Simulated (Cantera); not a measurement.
An isothermal, constant-pressure homogeneous reactor starts with 52.1 % N2O, 0.990 % H2, 46.9 % N2, at 1450 K and 760 Torr.

Computed with Cantera and GRI-Mech 3.0 (53 species, 325 reactions). GRI-Mech 3.0 was tuned for natural gas; its chemistry of N2O as a main component is partial and can be far from experiment. The temperature is held fixed by assumption; the heat of reaction is taken as removed at once.

x: mole fraction; the columns are a selection and need not sum to one.

```csv
t (s),x N2O,x H2,x O2,x N2,x H
0.000300,0.507,0.00178,0.00168,0.480,___
0.000842,0.495,0.000183,0.00503,0.487,___
0.00236,0.467,1.73e-6,0.0139,0.502,1.22e-7
0.00662,0.399,3.48e-7,0.0356,0.538,1.24e-7
0.0186,0.266,3.16e-7,0.0787,0.609,1.21e-7
0.0521,0.102,2.51e-7,0.133,0.697,___
0.146,0.0143,8.60e-8,0.165,0.747,___
0.410,0.000193,1.94e-8,0.171,0.756,___
1.15,1.34e-6,1.81e-8,0.171,0.756,1.27e-9
3.23,1.33e-6,1.81e-8,0.171,0.756,1.27e-9
9.06,1.32e-6,1.81e-8,0.171,0.756,1.27e-9
25.4,1.29e-6,1.81e-8,0.171,0.757,1.27e-9
71.3,1.22e-6,1.80e-8,0.172,0.757,1.27e-9
200,1.05e-6,1.79e-8,0.175,0.760,1.27e-9
```

Problem. Complete the blanks.

Solution. 
- 0.000300, x H: 4.33e-6
- 0.000842, x H: 4.00e-7
- 0.0521, x H: 8.48e-8
- 0.146, x H: 1.60e-8
- 0.410, x H: 1.43e-9
